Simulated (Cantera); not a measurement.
Input (Python, Cantera):

```python
import numpy as np
import cantera as ct

gas = ct.Solution("gri30.yaml")
gas.TPX = 1298, 100000, {'CO': 0.013, 'O2': 0.067, 'H2O': 0.093, 'N2': 1}
reactor = ct.IdealGasConstPressureReactor(gas, energy="off", clone=False)
net = ct.ReactorNet([reactor])
net.rtol, net.atol = 1e-08, 1e-18
show = ['CO', 'O2', 'H2O', 'H2', 'NO', 'NO2', 'CO2']
times = np.geomspace(1e-05, 100, 14)

steps = ct.SolutionArray(gas, extra=["t"])
rows = []
print(f"{'t/s':>10s}{'T/K':>9s}{'P/Pa':>11s}" + "".join(f"{s:>11s}" for s in show))
for t in times:
    while net.time < t:
        t_next = net.step()
        steps.append(gas.state, t=t_next)
    rows.append([np.interp(t, steps.t, y) for y in (steps.T, steps.P, *steps(*show).X.T)])
    print(f"{t:10.3e}{rows[-1][0]:9.1f}{rows[-1][1]:11.4g}" + "".join(f"{x:11.3e}" for x in rows[-1][2:]))
rate = np.gradient(steps.T, steps.t)
print("integrator steps:", len(steps.t))
if steps.T.max() > steps.T[0] + 200:
    print(f"time of steepest temperature rise: {steps.t[rate.argmax()]:.4e} s")
gas.TPX = 1298, 100000, {'CO': 0.013, 'O2': 0.067, 'H2O': 0.093, 'N2': 1}
gas.equilibrate("TP")
print(f"equilibrium (TP): T = {gas.T:.1f} K  " + "  ".join(f"{s} {gas[s].X[0]:.3e}" for s in show))
```

Result:

```
       t/s      T/K       P/Pa         CO         O2        H2O         H2         NO        NO2        CO2
 1.000e-05   1298.0      1e+05  1.108e-02  5.712e-02  7.928e-02  2.956e-12  1.697e-18  7.066e-26  1.371e-09
 3.455e-05   1298.0      1e+05  1.108e-02  5.712e-02  7.928e-02  1.211e-10  2.052e-17  5.491e-24  5.902e-09
 1.194e-04   1298.0      1e+05  1.108e-02  5.712e-02  7.928e-02  4.896e-09  3.062e-16  1.320e-21  5.999e-08
 4.125e-04   1298.0      1e+05  1.107e-02  5.711e-02  7.928e-02  1.508e-06  1.625e-13  1.467e-16  1.308e-05
 1.425e-03   1298.0      1e+05  3.917e-03  5.360e-02  7.905e-02  2.272e-04  3.584e-08  1.526e-10  7.201e-03
 4.924e-03   1298.0      1e+05  3.885e-04  5.201e-02  7.961e-02  2.284e-05  5.130e-08  7.148e-10  1.075e-02
 1.701e-02   1298.0      1e+05  2.934e-05  5.187e-02  7.970e-02  1.983e-06  5.352e-08  7.778e-10  1.111e-02
 5.878e-02   1298.0      1e+05  1.506e-06  5.186e-02  7.972e-02  1.987e-07  5.466e-08  3.553e-10  1.114e-02
 2.031e-01   1298.0      1e+05  3.405e-08  5.186e-02  7.972e-02  4.078e-08  5.507e-08  2.646e-10  1.114e-02
 7.017e-01   1298.0      1e+05  7.337e-09  5.186e-02  7.972e-02  2.983e-08  5.528e-08  2.978e-10  1.114e-02
 2.424e+00   1298.0      1e+05  7.240e-09  5.186e-02  7.972e-02  2.952e-08  5.546e-08  3.004e-10  1.114e-02
 8.377e+00   1298.0      1e+05  7.239e-09  5.186e-02  7.972e-02  2.952e-08  5.576e-08  3.021e-10  1.114e-02
 2.894e+01   1298.0      1e+05  7.239e-09  5.186e-02  7.972e-02  2.952e-08  5.680e-08  3.077e-10  1.114e-02
 1.000e+02   1298.0      1e+05  7.239e-09  5.186e-02  7.972e-02  2.952e-08  6.041e-08  3.272e-10  1.114e-02
integrator steps: 1349
equilibrium (TP): T = 1298.0 K  CO 7.246e-09  O2 5.176e-02  H2O 7.972e-02  H2 2.955e-08  NO 2.034e-04  NO2 1.101e-06  CO2 1.114e-02
```

Detailed kinetics in Cantera: GRI-Mech 3.0 (53 species, 325 reactions).
